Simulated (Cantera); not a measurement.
Adiabatic ignition

An adiabatic, constant-pressure homogeneous reactor starts with C₃H₈ : O₂ : N₂ = 1 : 2.27 : 8.55 (molar parts), equivalence ratio 2.2, at 1100 K and 760 Torr.

Computed with Cantera and GRI-Mech 3.0 (53 species, 325 reactions). GRI-Mech 3.0 was tuned for natural gas; its chemistry of propane as a main component is partial and can be far from experiment.

```csv
t (s),T (K),x C₃H₈,x O₂,x C₂H₂,x C₂H,x CO,x CH₃,x NO
6.00e-6,1100,0.0846,0.192,<1e-12,<1e-12,<1e-12,1.27e-7,<1e-12
1.47e-5,1100,0.0846,0.192,<1e-12,<1e-12,<1e-12,3.23e-7,<1e-12
3.61e-5,1100,0.0846,0.192,<1e-12,<1e-12,1.37e-12,8.19e-7,<1e-12
8.86e-5,1100,0.0846,0.192,<1e-12,<1e-12,2.58e-11,2.11e-6,<1e-12
0.000217,1100,0.0846,0.192,5.75e-12,<1e-12,7.32e-10,5.70e-6,<1e-12
0.000533,1100,0.0846,0.192,1.56e-10,<1e-12,2.51e-8,1.40e-5,<1e-12
0.00131,1100,0.0844,0.192,2.52e-9,<1e-12,4.02e-7,1.82e-5,<1e-12
0.00321,1100,0.0841,0.192,2.21e-8,<1e-12,3.35e-6,1.88e-5,<1e-12
0.00788,1100,0.0832,0.191,1.61e-7,<1e-12,2.38e-5,1.95e-5,<1e-12
0.0193,1100,0.0807,0.190,1.21e-6,<1e-12,0.000173,2.14e-5,<1e-12
0.0474,1111,0.0682,0.183,1.67e-5,<1e-12,0.00228,3.89e-5,<1e-12
0.116,2151,<1e-12,1.58e-7,<1e-12,<1e-12,0.176,5.05e-11,5.59e-5
0.285,2152,<1e-12,1.58e-7,<1e-12,<1e-12,0.176,3.91e-11,1.64e-5
0.700,2152,<1e-12,1.59e-7,<1e-12,<1e-12,0.176,3.84e-11,9.00e-6
```
x: mole fraction; the columns are a selection and need not sum to one.

The time of steepest temperature rise comes out as 56.7 ms and the temperature at 0.700 s comes out as 2152 K. The equilibrium temperature comes out as 2152 K and the x(C₃H₈) at 0.700 s comes out as <1e-12 (gas-phase equilibrium <1e-12). The x(O₂) at 0.700 s is 1.59e-7 (gas-phase equilibrium 1.59e-7). The x(C₂H₂) at 0.700 s comes out as <1e-12 (gas-phase equilibrium <1e-12).
